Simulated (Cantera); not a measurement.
A perfectly stirred reactor is fed with C2H6 : N2 = 1 : 12 (molar parts), at 0.00197 atm; it is held at 1825 K, and followed from long to short residence time.

Detailed kinetics in Cantera: GRI-Mech 3.0 (53 species, 325 reactions). GRI-Mech 3.0 stops at C3 and has no aromatics, soot or wall deposition, so with more carbon than oxygen in the feed, carbon stays in small species such as C2H2 where larger ones or solid carbon would form. Radical loss at walls, strong at low pressure, is not modelled.

x: mole fraction; the columns are a selection and need not sum to one.

```
τ (s)      x C2H6      x H   x C2H2    x C2H  x HCN    x H2
-------  --------  -------  -------  -------  -----  ------
21        3.05e-6  0.00162   0.0653  7.92e-6      …   0.130
6.0       1.08e-5  0.00160   0.0647  7.85e-6      …   0.128
1.7       3.76e-5  0.00164   0.0633  8.17e-6      …   0.124
0.48     0.000129  0.00176   0.0606  8.86e-6      …   0.117
0.14     0.000422  0.00193   0.0559  9.82e-6      …   0.107
0.039     0.00143  0.00213   0.0472  1.08e-5      …  0.0906
0.011     0.00472  0.00223   0.0327  1.03e-5      …  0.0685
0.0031     0.0151  0.00200   0.0137  6.35e-6      …  0.0410
0.00088    0.0393  0.00124  0.00166  1.14e-6      …  0.0148
```

Problem. Some entries are withheld; supply them.

Solution. 
- 21, x HCN: 0.000965
- 6.0, x HCN: 0.000476
- 1.7, x HCN: 0.000245
- 0.48, x HCN: 0.000128
- 0.14, x HCN: 6.89e-5
- 0.039, x HCN: 3.57e-5
- 0.011, x HCN: 1.79e-5
- 0.0031, x HCN: 7.81e-6
- 0.00088, x HCN: 2.03e-6
